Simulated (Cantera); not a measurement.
A perfectly stirred reactor is fed with N2O : H2O = 1 : 0.083 (molar parts), at 0.170 bar; it is held at 1500 K, and followed from long to short residence time.

Model: GRI-Mech 3.0 (53 species, 325 reactions), integrated in Cantera. GRI-Mech 3.0 was tuned for natural gas; its chemistry of N2O as a main component is partial and can be far from experiment. The temperature is held fixed by assumption; the heat of reaction is taken as removed at once.

x: mole fraction; the columns are a selection and need not sum to one.

```json
[
 {"τ (s)": "1.1", "x N2O": "0.0505", "x H2O": "0.0536", "x NO": "0.0913", "x O2": "0.253", "x N2": "0.551"},
 {"τ (s)": "0.27", "x N2O": "0.163", "x H2O": "0.0565", "x NO": "0.0906", "x O2": "0.214", "x N2": "0.475"},
 {"τ (s)": "0.066", "x N2O": "0.418", "x H2O": "0.0632", "x NO": "0.0648", "x O2": "0.140", "x N2": "0.313"},
 {"τ (s)": "0.016", "x N2O": "[?]", "x H2O": "0.0708", "x NO": "[?]", "x O2": "[?]", "x N2": "[?]"},
 {"τ (s)": "0.0039", "x N2O": "0.858", "x H2O": "0.0748", "x NO": "[?]", "x O2": "[?]", "x N2": "[?]"},
 {"τ (s)": "0.00093", "x N2O": "0.907", "x H2O": "0.0760", "x NO": "0.00222", "x O2": "0.00423", "x N2": "0.00997"},
 {"τ (s)": "0.00023", "x N2O": "0.919", "x H2O": "0.0764", "x NO": "0.000547", "x O2": "0.000947", "x N2": "0.00239"}
]
```

Question: What belongs in the gaps?

Answer: 
- 0.016, x N2O: 0.708
- 0.016, x NO: 0.0285
- 0.016, x O2: 0.0587
- 0.016, x N2: 0.133
- 0.0039, x NO: 0.00867
- 0.0039, x O2: 0.0174
- 0.0039, x N2: 0.0400
